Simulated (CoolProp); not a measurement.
Values from CoolProp's reference Helmholtz-energy equation of state, Lemmon 2006. It is a short technical equation, of lower accuracy than the large ones.

**Question.** Give the vapour pressure (kPa), liquid density (kg/m³), enthalpy of vaporisation (kJ/kg), liquid cp (kJ/(kg K)) of saturated R141b at 370.6, 420.9 K.

**Answer.** 
```
T (K)  p (kPa)  liquid density (kg/m³)  enthalpy of vaporisation (kJ/kg)  liquid cp (kJ/(kg K))
-----  -------  ----------------------  --------------------------------  ---------------------
370.6      640                    1080                               186                   1.29
420.9     1730                     938                               146                   1.49
```
